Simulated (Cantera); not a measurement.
Input: 1 mol Nb2O5, 24 mol H2, equilibrated at 1698.15 K and 0.110 bar.

Equilibrium computed with Cantera from the NASA thermochemical tables; the gas is ideal and each condensed phase is pure. Candidate condensed phases: H2O, Nb, NbO, NbO2, Nb2O5; 12 gas species. Condensed phases not in the tables: the oxides between NbO2 and Nb2O5. Equilibrium is a limit: real reactors are often held back by kinetics, nucleation or transport.

Base state: H2 0.958, H2O 0.0417, H 0.000427 (mole fractions); condensed: NbO2(s).

Question: What changes in the equilibrium state with this change: pressure from 0.110 bar to 0.00870 bar?

Answer: 
```json
[
 {"species": "H2", "before": "0.958", "after": "0.957"},
 {"species": "H2O", "before": "0.0417", "after": "0.0416"},
 {"species": "H", "before": "0.000427", "after": "0.00152"},
 {"species": "NbO2(s), mol", "before": "2.00", "after": "2.00"}
]
```
